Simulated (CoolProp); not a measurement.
Properties of trans-2-butene along the isotherm 274.5 K.

Computed with CoolProp (reference Helmholtz-energy equation of state, Lemmon 2005). It is a short technical equation, of lower accuracy than the large ones.

| p (MPa) | phase | density (kg/m³) | cp (kJ/(kg K)) | cv (kJ/(kg K)) | expansivity (1/kK) |
|---|---|---|---|---|---|
| 0.183 | liquid | 626.0 | 2.224 | 1.545 | 1.798 |
| 0.365 | liquid | 626.3 | 2.223 | 1.546 | 1.793 |
| 0.548 | liquid | 626.5 | 2.222 | 1.546 | 1.789 |
| 0.731 | liquid | 626.7 | 2.221 | 1.546 | 1.784 |
| 0.913 | liquid | 627.0 | 2.220 | 1.546 | 1.780 |
| 1.1 | liquid | 627.2 | 2.219 | 1.546 | 1.775 |
| 1.28 | liquid | 627.4 | 2.219 | 1.546 | 1.771 |
| 1.46 | liquid | 627.7 | 2.218 | 1.546 | 1.766 |
| 1.64 | liquid | 627.9 | 2.217 | 1.546 | 1.762 |
| 1.83 | liquid | 628.1 | 2.216 | 1.546 | 1.757 |
| 2.01 | liquid | 628.4 | 2.215 | 1.546 | 1.753 |
